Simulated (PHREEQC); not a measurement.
A made-up water analysis in mg/L, 54 °C, pH 2.24, pe 12.7: Na 86.7; K 15.6; Ca 70.3; Mg 7.24; Cl 6.18; S(6) as SO4 955; F 0.0295; Li 0.792.

Valence states are taken as typed.

Model: ion-association model, wateq4f.dat, run in PHREEQC.

```tsv
quantity	before	after
ionic strength (mol/kgw)	0.0208	0.0228
SO4-2 (mol/kgw)	0.00531	0.00507
HSO4- (mol/kgw)	0.00388	0.00364
CaSO4 (mol/kgw)	0.000517	0.000974
K+ (mol/kgw)	0.000387	0.000388
SI of Gypsum (CaSO4:2H2O)	-1.06	-0.78
SI of Fluorite (CaF2)	-6.85	-6.55
```

Problem. Name the change that produced these shifts.
A. temperature from 54 to 40 °C at the same typed pH
B. all concentrations times 2 at the same typed pH
C. Ca from 70.3 to 141 mg/L

Solution. C, Ca from 70.3 to 141 mg/L

Precipitation was switched off in this run. At this temperature some constants are extrapolated from 25 °C, and those without enthalpy data are left unchanged.
